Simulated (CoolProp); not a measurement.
Properties of n-perfluorohexane along the isobar 97.7 bar (Tc = 448.0 K, pc = 17.42 bar, ω = 0.497).

Model: reference Helmholtz-energy equation of state, Gao 2022, in CoolProp.

```
T (K)          phase  cp (kJ/(kg K))  speed of sound (m/s)  isothermal compressibility (1/MPa)  fugacity coefficient
-----  -------------  --------------  --------------------  ----------------------------------  --------------------
295.4         liquid           1.031                 582.0                          (withheld)              0.005725
317.5         liquid           1.060            (withheld)                            0.002553               0.01343
339.6         liquid           1.088                 483.8                            0.003189               0.02709
361.7         liquid           1.114                 435.8                          (withheld)               0.04847
383.7         liquid           1.138                 389.7                          (withheld)               0.07857
405.8         liquid           1.161                 345.7                            0.006978                0.1180
427.9         liquid           1.182                 305.2                            0.009364                0.1660
450    supercritical           1.201                 269.0                          (withheld)                0.2214
```

**Question.** Some entries are withheld; supply them.

**Answer.** 
- 295.4, isothermal compressibility (1/MPa): 0.002080
- 317.5, speed of sound (m/s): 532.7
- 361.7, isothermal compressibility (1/MPa): 0.004064
- 383.7, isothermal compressibility (1/MPa): 0.005274
- 450, isothermal compressibility (1/MPa): 0.01266
